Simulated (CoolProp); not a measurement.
Ammonia at 298.15 K and 0.635 MPa is throttled through a valve to 0.168 MPa with no heat exchange. Each further row changes one setting.

The numbers come from the reference Helmholtz-energy equation of state, Gao 2020 in CoolProp.

```csv
case,temperature change (K),final density (kg/m³)
as stated,-14.0,1.24
outlet pressure 0.0504 MPa,-18.1,0.371
outlet pressure 0.218 MPa,-12.3,1.61
```
